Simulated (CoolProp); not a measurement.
Vapour-liquid equilibrium of propane (1) + R245fa (2) at 19.55 °C; x and y are mole fractions of (1).

Values from CoolProp's multi-fluid Helmholtz-energy mixture model, Lemmon 2009 and Akasaka 2015; pair parameters Bell 2016.

```
x      bubble pressure (MPa)  y at the bubble point  dew pressure at overall composition x (MPa)  liquid density (mol/L)
-----  ---------------------  ---------------------  -------------------------------------------  ----------------------
0.05                  0.2588                  0.535                                       0.1274                     ___
0.125                 0.4186                  0.718                                       0.1384                   10.18
0.2                   0.5291                  0.782                                       0.1514                   10.22
0.275                 0.6015                  0.813                                       0.1670                   10.27
0.35                  0.6477                  0.831                                          ___                   10.32
0.425                 0.6775                  0.842                                          ___                   10.37
0.5                   0.6987                  0.851                                       0.2411                     ___
0.575                 0.7163                  0.859                                       0.2826                   10.50
0.65                  0.7337                  0.868                                       0.3409                   10.59
0.725                 0.7527                  0.880                                       0.4283                   10.70
0.8                   0.7736                  0.898                                       0.5690                   10.83
0.875                    ___                  0.925                                       0.7449                   11.00
0.95                  0.8161                  0.964                                       0.8103                   11.20
```

**Question.** Some entries are withheld; supply them.

**Answer.** 
- 0.05, liquid density (mol/L): 10.13
- 0.35, dew pressure at overall composition x (MPa): 0.1861
- 0.425, dew pressure at overall composition x (MPa): 0.2101
- 0.5, liquid density (mol/L): 10.43
- 0.875, bubble pressure (MPa): 0.7956

No azeotrope shows between x = 0.05 and 0.95.

The pair parameters rest on a limited set of measurements; away from them the model extrapolates. With so large a gap from Raoult's law the liquid may split in two, which this calculation doesn't test in full.
